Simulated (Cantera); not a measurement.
A Cantera script and its output.

```python
import numpy as np
import cantera as ct

gas = ct.Solution("gri30.yaml")
gas.TPX = 1000, 21000, {'N2O': 1, 'N2': 0.45}
reactor = ct.IdealGasConstPressureReactor(gas, energy="off", clone=False)
net = ct.ReactorNet([reactor])
net.rtol, net.atol = 1e-08, 1e-18
show = ['N2O', 'O', 'NO', 'O2', 'N2']
times = np.geomspace(4e-06, 300, 11)

steps = ct.SolutionArray(gas, extra=["t"])
rows = []
print(f"{'t/s':>10s}{'T/K':>9s}{'P/Pa':>11s}" + "".join(f"{s:>11s}" for s in show))
for t in times:
    while net.time < t:
        t_next = net.step()
        steps.append(gas.state, t=t_next)
    rows.append([np.interp(t, steps.t, y) for y in (steps.T, steps.P, *steps(*show).X.T)])
    print(f"{t:10.3e}{rows[-1][0]:9.1f}{rows[-1][1]:11.4g}" + "".join(f"{x:11.3e}" for x in rows[-1][2:]))
rate = np.gradient(steps.T, steps.t)
print("integrator steps:", len(steps.t))
if steps.T.max() > steps.T[0] + 200:
    print(f"time of steepest temperature rise: {steps.t[rate.argmax()]:.4e} s")
gas.TPX = 1000, 21000, {'N2O': 1, 'N2': 0.45}
gas.equilibrate("TP")
print(f"equilibrium (TP): T = {gas.T:.1f} K  " + "  ".join(f"{s} {gas[s].X[0]:.3e}" for s in show))
```

It prints:

```
       t/s      T/K       P/Pa        N2O          O         NO         O2         N2
 4.000e-06   1000.0    2.1e+04  6.897e-01  1.790e-09  3.189e-12  3.830e-11  3.103e-01
 2.452e-05   1000.0    2.1e+04  6.897e-01  9.826e-09  1.112e-10  1.335e-09  3.103e-01
 1.503e-04   1000.0    2.1e+04  6.897e-01  3.358e-08  2.813e-09  3.378e-08  3.103e-01
 9.217e-04   1000.0    2.1e+04  6.897e-01  4.149e-08  3.038e-08  3.649e-07  3.103e-01
 5.650e-03   1000.0    2.1e+04  6.896e-01  4.149e-08  2.033e-07  2.442e-06  3.103e-01
 3.464e-02   1000.0    2.1e+04  6.896e-01  4.149e-08  1.263e-06  1.517e-05  3.104e-01
 2.124e-01   1000.0    2.1e+04  6.894e-01  4.149e-08  7.759e-06  9.320e-05  3.105e-01
 1.302e+00   1000.0    2.1e+04  6.881e-01  4.148e-08  4.749e-05  5.708e-04  3.113e-01
 7.982e+00   1000.0    2.1e+04  6.799e-01  4.141e-08  2.883e-04  3.472e-03  3.163e-01
 4.893e+01   1000.0    2.1e+04  6.328e-01  4.096e-08  1.680e-03  2.030e-02  3.452e-01
 3.000e+02   1000.0    2.1e+04  4.203e-01  3.798e-08  7.821e-03  9.622e-02  4.757e-01
integrator steps: 689
equilibrium (TP): T = 1000.0 K  N2O 1.235e-09  O 1.749e-10  NO 3.377e-05  O2 2.564e-01  N2 7.436e-01
```

Model: GRI-Mech 3.0 (53 species, 325 reactions), integrated in Cantera. GRI-Mech 3.0 was tuned for natural gas; its chemistry of N2O as a main component is partial and can be far from experiment. The mechanism lacks the step 2 NO + O2 → 2 NO2, which can matter for NO2 below about 1400 K. The temperature is held fixed by assumption; the heat of reaction is taken as removed at once.
